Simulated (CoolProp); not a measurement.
Vapour-liquid equilibrium of n-pentane (1) + the fluoroketone C6F12O (FK-5-1-12) (2) at 75.45 °C; x and y are mole fractions of (1).

Model: multi-fluid Helmholtz-energy mixture model, Thol 2019 and McLinden 2015; pair parameters Bell 2016, in CoolProp.

```csv
x,bubble pressure (MPa),y at the bubble point,dew pressure at overall composition x (MPa),liquid density (mol/L)
0.05,0.2630,0.144,0.2428,4.628
0.125,0.3049,___,0.2587,4.760
0.2,0.3403,0.412,0.2766,4.902
0.275,___,0.488,0.2968,5.056
0.35,0.3872,0.542,0.3195,___
0.425,0.4001,___,0.3448,5.411
0.5,0.4078,0.611,0.3719,5.620
0.575,0.4119,0.634,0.3981,5.855
0.65,0.4133,0.656,0.4132,6.119
0.725,0.4123,0.680,0.4045,6.418
0.8,0.4072,___,0.3847,6.755
0.875,0.3942,___,0.3627,7.132
0.95,0.3644,0.869,0.3412,7.554
```

Q: Some entries are withheld; supply them.

A: 
- 0.125, y at the bubble point: 0.303
- 0.275, bubble pressure (MPa): 0.3677
- 0.35, liquid density (mol/L): 5.224
- 0.425, y at the bubble point: 0.581
- 0.8, y at the bubble point: 0.712
- 0.875, y at the bubble point: 0.766

y crosses x between x = 0.65 and 0.725: the model has an azeotrope there.

The pair parameters rest on a limited set of measurements; away from them the model extrapolates.
